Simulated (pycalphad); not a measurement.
## Freezing of Mg-Cu-Si alloys with rising Cu

CALPHAD calculation (pycalphad, COST 507 light-alloy database (1999)), 1 atm. These are 1990s assessments: newer ones move some temperatures and phases. Phase fractions are per mole of atoms.

Scheil-Gulliver runs (no diffusion in the solid, steps of 4 K) beside full equilibrium.

```tsv
alloy	liquidus (K)	Scheil, half solid (K)	Scheil, 80 % solid (K)	Scheil, invariant end (K)	liquid left at that end	equilibrium solidus (K)
Mg-1.05Cu-19.3Si (at.%)	1278	1044	870	752	0.06	752
Mg-1.58Cu-19.3Si (at.%)	1276	1033	847	752	0.10	752
Mg-2.1Cu-19.3Si (at.%)	1273	1023	821	752	0.13	752
Mg-3.15Cu-19.3Si (at.%)	1269	1003	761	752	0.19	752
Mg-6.3Cu-19.3Si (at.%)	1253	951	at the invariant end	752	0.38	752
```
